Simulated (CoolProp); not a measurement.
Properties of isopentane along the isotherm 226.85 °C.

Values from CoolProp's reference Helmholtz-energy equation of state, Lemmon 2006. It is a short technical equation, of lower accuracy than the large ones.

```
p (MPa)  phase  cp (kJ/(kg K))  cv (kJ/(kg K))  isothermal compressibility (1/MPa)  fugacity coefficient
-------  -----  --------------  --------------  ----------------------------------  --------------------
0.00534    gas           2.540           2.425                               187.3                0.9996
0.00863    gas           2.540           2.425                               116.0                0.9993
0.0139     gas           2.541           2.425                               72.02                0.9989
0.0225     gas           2.541           2.425                               44.52                0.9983
0.0364     gas           2.542           2.425                               27.55                0.9972
0.0588     gas           2.544           2.426                               17.08                0.9955
0.095      gas           2.546           2.427                               10.60                0.9927
0.153      gas           2.550           2.428                               6.615                0.9882
0.248      gas               ?           2.430                               4.113                0.9809
0.401      gas           2.567           2.433                               2.577                0.9692
0.647      gas           2.586           2.439                               1.632                0.9505
1.05       gas           2.622           2.448                               1.046                0.9202
1.69       gas               ?               ?                              0.6992                0.8729
```

**Question.** Fill in the missing entries.

**Answer.** 
- 0.248, cp (kJ/(kg K)): 2.556
- 1.69, cp (kJ/(kg K)): 2.696
- 1.69, cv (kJ/(kg K)): 2.465
